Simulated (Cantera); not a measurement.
A perfectly stirred reactor is fed with NH3 : H2 = 1 : 5 (molar parts), at 13300 Pa; it is held at 1625 K, and followed from long to short residence time.

Cantera simulation using the gas-phase N/H chemistry of the illustrative SiF4/NH3 mechanism in the Surface Chemkin manual (1991); the numbers are that mechanism's predictions, not measurements. Walls and surfaces, which speed up NH3 decomposition in real reactors, are not modelled.

| quantity | before | after |
|---|---|---|
| x(NH3) at τ = 21.0 s | 0.116 | 0.0960 |
| x(H2) at τ = 21.0 s | 0.862 | 0.874 |
| x(H) at τ = 21.0 s | 0.000102 | 5.93e-5 |
| x(NH2) at τ = 21.0 s | 3.31e-5 | 1.58e-5 |
| x(N) at τ = 21.0 s | 1.40e-8 | 2.22e-9 |
| x(NH3) at τ = 0.120 s | 0.166 | 0.166 |
| x(H2) at τ = 0.120 s | 0.833 | 0.834 |
| x(H) at τ = 0.120 s | 7.81e-5 | 5.32e-5 |
| x(NH2) at τ = 0.120 s | 3.77e-5 | 2.56e-5 |
| x(N) at τ = 0.120 s | 1.00e-8 | 3.17e-9 |

Which change was made?
A. temperature 1625 to 2025 K
B. pressure from 13300 Pa to 101000 Pa
C. temperature 1625 to 1875 K
D. temperature 1625 to 1250 K

B, pressure from 13300 Pa to 101000 Pa
